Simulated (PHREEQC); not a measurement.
Consider water at 20 °C with 0.02 mol HF, 0.0035 mol KF, 0.00017 mol H4SiO4 and 0.22 mol H3PO4 per kg of water. Closed to the air; pH follows from the charge balance.

Computed with PHREEQC (ion-association model, wateq4f.dat).

```csv
quantity,before,after
pH,1.45,1.62
ionic strength (mol/kgw),0.0447,0.0293
H3PO4 (mol/kgw),0.176,0.0814
H2PO4- (mol/kgw),0.0436,0.0286
HF (mol/kgw),0.0195,0.0102
H2F2 (mol/kgw),0.00120,0.000326
```

Problem. Which change was made?
A. diluted 2-fold with water
B. KF replaced by KNO3 at the same molality
C. H4SiO4 left out
D. H4SiO4 from 0.00017 to 3.4e-05 mol/kgw

Solution. A, diluted 2-fold with water

This is a speciation only: nothing precipitates in the calculation. wateq4f.dat counts part of the HF as a dimer, H2F2, which phreeqc.dat doesn't know; its constant is uncertain. H3PO4, which wateq4f.dat lacks, is added to it with the constant of phreeqc.dat. SiF6-2 is the database's only silicon fluoride.
